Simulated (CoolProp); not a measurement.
R1233zd(E) along the isobar 1.44 MPa: density (kg/m³) from the reference equation and from simpler models built on Tc = 438.9 K, pc = 3.583 MPa, ω = 0.304; each cubic takes its own stable root.

Model: reference Helmholtz-energy equation of state, Akasaka 2022, in CoolProp.

```tsv
T (K)	phase	reference
366.4	liquid	1077
374	liquid	1050
381.6	liquid	1021
396.8	gas	75.86
404.4	gas	72.34
412	gas	69.33
419.6	gas	66.70
427.2	gas	64.36
434.8	gas	62.26
442.4	gas	60.36
450	gas	58.62
```

Q: How far does each simpler model (van der Waals, Soave-Redlich-Kwong) lie from the reference over these 11 states: mean and median of the absolute difference, and the worst?

A: 
- van der Waals: mean 28.7 %, median 5.7 %, worst -92.7 % at 381.6 K and 1.44 MPa
- Soave-Redlich-Kwong: mean 4.5 %, median 1.4 %, worst -14.1 % at 381.6 K and 1.44 MPa

At some of these states van der Waals gives the other phase, because its saturation line lies elsewhere.
